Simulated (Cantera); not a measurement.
A perfectly stirred reactor is fed with 1.79 % CH4, 98.2 % N2, at 0.750 Torr; it is held at 1823 K, and followed from long to short residence time.

Cantera simulation using GRI-Mech 3.0 (53 species, 325 reactions); the numbers are that mechanism's predictions, not measurements. GRI-Mech 3.0 stops at C3 and has no aromatics, soot or wall deposition, so with more carbon than oxygen in the feed, carbon stays in small species such as C2H2 where larger ones or solid carbon would form. Radical loss at walls, strong at low pressure, is not modelled.

x: mole fraction; the columns are a selection and need not sum to one.

```json
[
 {"τ (s)": "0.46", "x CH4": "0.0150", "x C2H4": "[?]", "x H2": "0.00329", "x HCN": "1.57e-7", "x C2H2": "0.000804"},
 {"τ (s)": "0.27", "x CH4": "0.0166", "x C2H4": "[?]", "x H2": "0.00122", "x HCN": "2.58e-8", "x C2H2": "0.000226"},
 {"τ (s)": "0.16", "x CH4": "0.0173", "x C2H4": "[?]", "x H2": "0.000402", "x HCN": "4.04e-9", "x C2H2": "4.47e-5"},
 {"τ (s)": "0.095", "x CH4": "0.0176", "x C2H4": "[?]", "x H2": "0.000152", "x HCN": "7.83e-10", "x C2H2": "7.16e-6"},
 {"τ (s)": "0.056", "x CH4": "0.0177", "x C2H4": "[?]", "x H2": "7.03e-5", "x HCN": "1.80e-10", "x C2H2": "1.00e-6"},
 {"τ (s)": "0.033", "x CH4": "0.0178", "x C2H4": "[?]", "x H2": "3.72e-5", "x HCN": "4.38e-11", "x C2H2": "1.31e-7"},
 {"τ (s)": "0.020", "x CH4": "0.0178", "x C2H4": "[?]", "x H2": "2.13e-5", "x HCN": "1.18e-11", "x C2H2": "1.81e-8"},
 {"τ (s)": "0.012", "x CH4": "0.0178", "x C2H4": "[?]", "x H2": "1.22e-5", "x HCN": "3.29e-12", "x C2H2": "2.31e-9"},
 {"τ (s)": "0.0068", "x CH4": "0.0178", "x C2H4": "[?]", "x H2": "6.37e-6", "x HCN": "<1e-12", "x C2H2": "2.23e-10"},
 {"τ (s)": "0.0040", "x CH4": "0.0178", "x C2H4": "[?]", "x H2": "3.36e-6", "x HCN": "<1e-12", "x C2H2": "2.38e-11"}
]
```

### Question
Fill in the missing entries.

### Answer

- 0.46, x C2H4: 0.000281
- 0.27, x C2H4: 0.000147
- 0.16, x C2H4: 5.11e-5
- 0.095, x C2H4: 1.41e-5
- 0.056, x C2H4: 3.38e-6
- 0.033, x C2H4: 7.52e-7
- 0.020, x C2H4: 1.73e-7
- 0.012, x C2H4: 3.69e-8
- 0.0068, x C2H4: 6.29e-9
- 0.0040, x C2H4: 1.14e-9
